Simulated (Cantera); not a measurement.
**Thermodynamics of carbon deposition, reforming and gasification, feed CH3OH + O2**

Input: 1 mol CH3OH, a varied amount of O2, equilibrated at 1375 °C and 1.00 bar.

Equilibrium computed with Cantera from the NASA thermochemical tables; the gas is ideal and each condensed phase is pure. Candidate condensed phases: C, C6H6, C7H8, C8H18, H2O; 110 gas species. The numbers say what is thermodynamically allowed, not how fast it happens.

```csv
n(O2) (mol),x H2,x CO,x H2O,x CO2
0.019,0.656,0.332,0.0109,0.00173
0.029,0.650,0.331,0.0167,0.00265
0.045,0.641,0.329,0.0259,0.00415
0.069,0.627,0.327,0.0396,0.00644
0.11,0.604,0.323,0.0628,0.0105
0.16,0.576,0.318,0.0910,0.0157
0.25,0.526,0.308,0.141,0.0257
0.39,0.450,0.290,0.216,0.0435
0.61,0.338,0.256,0.329,0.0777
```
x: gas mole fraction; nothing condenses.

From 0.019 mol O2 to 0.61 mol O2 nothing is condensed. The main C-bearing gas is CO throughout.
